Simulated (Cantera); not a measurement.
**Ignition delay**

Mixture: CH₄ : O₂ : N₂ = 1 : 2.82 : 10.6 (molar parts), equivalence ratio 0.71, at 101000 Pa, adiabatic and at constant pressure. Ignition delay is the time to a rise of 400 K.

Detailed kinetics in Cantera: GRI-Mech 3.0 (53 species, 325 reactions).

| T0 (K) | delay (ms) |
|---|---|
| 1250 | 18.8 |
| 1325 | 7.10 |
| 1400 | 2.91 |
| 1475 | 1.31 |
| 1550 | 0.647 |
| 1625 | 0.349 |
| 1700 | 0.203 |
| 1775 | 0.125 |
| 1850 | 0.0810 |

| Item | Value |
|---|---|
| apparent activation energy between 1700 and 1850 K | 160 kJ/mol |
